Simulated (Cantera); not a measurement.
Input: 1 mol SiCl4, 4.6 mol H2, 1.3 mol Cl2, equilibrated at 1123.15 K and 100 Torr.

Method: chemical equilibrium by Gibbs-energy minimisation in Cantera with the NASA 1993 tables (ideal gas, pure condensed phases). The tables' values for SiCl3 are old estimates; treat these amounts as uncertain. Kinetics and transport are ignored.

| species | before | after |
|---|---|---|
| H2 | 0.475 | 0.460 |
| HCl | 0.381 | 0.397 |
| SiCl4 | 0.141 | 0.125 |
| SiCl2 | 6.39e-5 | 0.00373 |
| SiCl3 | 0.000852 | 0.00885 |
| SiH2Cl2 | 7.90e-6 | 4.89e-5 |
| SiHCl3 | 0.00302 | 0.00657 |
Gas species are given as mole fractions.

Q: What was changed between the two runs?
(A) Cl2 from 1.3 to 1.7 mol
(B) temperature from 1123.15 K to 1300 K
(C) temperature from 1123.15 K to 500 K
(D) temperature from 1123.15 K to 1248 K

A: B, temperature from 1123.15 K to 1300 K
